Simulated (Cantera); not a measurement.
Input (Python, Cantera) and output of one run.

```python
import numpy as np
import cantera as ct

gas_names = """
    H HO2 H2 H2O H2O2 Li LiH LiO LiOH Li2 Li2O Li2O2 Li2O2H2 O OH O2 O3
""".split()
cond_names = """
    H2O(s) H2O(L) Li(cr) Li(L) LiH(s) LiH(L) LiOH(s) LiOH(L) Li2O(s) Li2O(L)
""".split()


# ... load() reads the species with a 1 bar reference pressure and builds the phases ...
atoms = {
    'LiOH': {'Li': 1, 'O': 1, 'H': 1},
    'H2O': {'H': 2, 'O': 1},
}
top_T = {}  # K; cautious upper limits of use, not melting points


# ... equilibrate(T, P, feed) seeds the gas with the atoms and calls Mixture.equilibrate('TP', solver="vcs", rtol=1e-11, max_steps=5000) ...
results = []
feed = {'LiOH': 1, 'H2O': 4.2}  # mol
T = 1400  # K
P = 1400  # Pa
mix = equilibrate(T, P, feed)
results.append((T, P, feed, dict(zip(mix.species_names, mix.species_moles))))
print(gas.report(threshold=0.0001))
for i in range(1, mix.n_phases):
    print(f"{mix.phase(i).name:16s} {mix.phase_moles(i):12.5e} mol")
```

It prints:

```
       temperature   1400 K
          pressure   1400 Pa
           density   0.0022324 kg/m^3
  mean mol. weight   18.561 kg/kmol
   phase of matter   gas

                          1 kg             1 kmol
                     ---------------   ---------------
          enthalpy        -1.058e+07       -1.9638e+08  J
   internal energy       -1.1207e+07       -2.0802e+08  J
           entropy             15597         2.895e+05  J/K
    Gibbs function       -3.2416e+07       -6.0168e+08  J
 heat capacity c_p              2544             47220  J/K
 heat capacity c_v              2096             38905  J/K

                      mass frac. Y      mole frac. X     chem. pot. / RT
                     ---------------   ---------------   ---------------
                H2        3.2039e-05        0.00029498           -30.801
               H2O           0.88254            0.9093           -51.159
              LiOH           0.11563          0.089621           -56.775
           Li2O2H2         0.0014984         0.0005807           -113.55
                O2        0.00023886        0.00013856           -40.715
     [  +12 minor]        6.5778e-05        6.5762e-05

Li(L)             0.00000e+00 mol
LiH(L)            0.00000e+00 mol
LiOH(L)           0.00000e+00 mol
Li2O(s)           2.76523e-01 mol
```

Cantera equilibrium calculation (NASA polynomials, part measured and part estimated; ideal gas, pure solids and liquids).
